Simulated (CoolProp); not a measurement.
Vapour pressure (MPa) of R11: the reference equation beside estimates from Tc = 471.1 K, pc = 4.408 MPa, ω = 0.189. Clausius-Clapeyron is anchored at 239.1 K with a constant enthalpy of vaporisation of 27.65 kJ/mol.

Model: reference Helmholtz-energy equation of state, Jacobsen 1992, in CoolProp.

```tsv
T (K)	reference	Lee-Kesler	Clausius-Clapeyron	van der Waals	Redlich-Kwong	Soave-Redlich-Kwong	Peng-Robinson
239.1	0.007285	0.007053	0.007285	0.1354	0.01222	0.007181	0.007674
248.7	0.01246	0.01209	0.01246	0.1754	0.02049	0.01228	0.01296
258.2	0.02026	0.01972	0.02038	0.2224	0.03260	0.01998	0.02085
267.8	0.03178	0.03106	0.03234	0.2783	0.04999	0.03137	0.03243
277.3	0.04789	0.04700	0.04950	0.3425	0.07359	0.04734	0.04855
286.9	0.07021	0.06920	0.07394	0.4170	0.1053	0.06953	0.07080
296.4	0.09969	0.09866	0.1072	0.5008	0.1460	0.09893	0.1001
306	0.1385	0.1376	0.1524	0.5964	0.1982	0.1378	0.1387
315.6	0.1882	0.1876	0.2122	0.7034	0.2630	0.1876	0.1880
```

Absolute difference from the reference over all 9 rows, mean and median: Lee-Kesler 1.8 and 1.9 %, Clausius-Clapeyron 4.6 and 3.4 %, van der Waals 772.8 and 615.2 %, Redlich-Kwong 53.7 and 53.7 %, Soave-Redlich-Kwong 1.0 and 1.1 %, Peng-Robinson 1.9 and 1.4 %.
